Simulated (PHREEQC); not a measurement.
A solution holds 0.21 mol/kgw HF, 0.069 mol/kgw (CH3)4NF, 0.0011 mol/kgw H2SiF6 and 0.0014 mol/kgw H2SO4, at 25 °C. Closed to the air; pH follows from the charge balance.

Equilibrium calculation in PHREEQC: ion-association model, wateq4f.dat.

Each row changes one thing in this solution. No solid was allowed to form.

```tsv
case	pH	ionic strength (mol/kgw)	HF (mol/kgw)	F- (mol/kgw)	H2F2 (mol/kgw)	HF2- (mol/kgw)	SI of Quartz (SiO2)
as made	2.65	0.0740	0.118	0.0458	0.0367	0.0210	-10.26
HF from 0.21 to 0.105 mol/kgw	2.94	0.0728	0.0692	0.0515	0.0127	0.0139	-9.44
(CH3)4NF from 0.069 to 0.104 mol/kgw	2.83	0.108	0.113	0.0698	0.0343	0.0311	-10.60
(CH3)4NF left out	1.88	0.0165	0.120	0.00702	0.0380	0.00326	-8.58
H2SiF6 from 0.0011 to 0.00099 mol/kgw	2.65	0.0739	0.118	0.0459	0.0367	0.0211	-10.31
H2SiF6 replaced by Na2SiO3 at the same molality	2.68	0.0760	0.114	0.0476	0.0343	0.0211	-10.24
(CH3)4NF from 0.069 to 0.345 mol/kgw	3.43	0.348	0.0849	0.252	0.0204	0.0888	-11.38
HF from 0.21 to 0.042 mol/kgw	3.30	0.0721	0.0331	0.0572	0.00291	0.00740	-8.25
```

(CH3)4N+ isn't in the database: it is added as a free cation with an ion size of 4 Å. wateq4f.dat counts part of the HF as a dimer, H2F2, which phreeqc.dat doesn't know; its constant is uncertain. SiF6-2 is the database's only silicon fluoride.
